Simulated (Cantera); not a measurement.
Feed: 1 mol SiC, 1.2 mol CO2, 21 mol H2, held at 13.3 mbar.

Cantera equilibrium calculation (NASA polynomials, part measured and part estimated; ideal gas, pure solids and liquids). Candidate condensed phases: C, C6H6, C7H8, C8H18, H2O, Si, SiC, SiO2; 123 gas species. Gases not in the tables: Si2H6 and higher silanes. Equilibrium is a limit: real reactors are often held back by kinetics, nucleation or transport.

Q: At 1973 K, list the 7 most abundant gas species with their mole fractions, and the condensed phases.

A: H2 0.886, CO 0.0768, SiO 0.0251, H 0.0110, Si 0.000717, SiH 5.64e-5, SiH2 2.44e-5. Condensed: SiC(s).
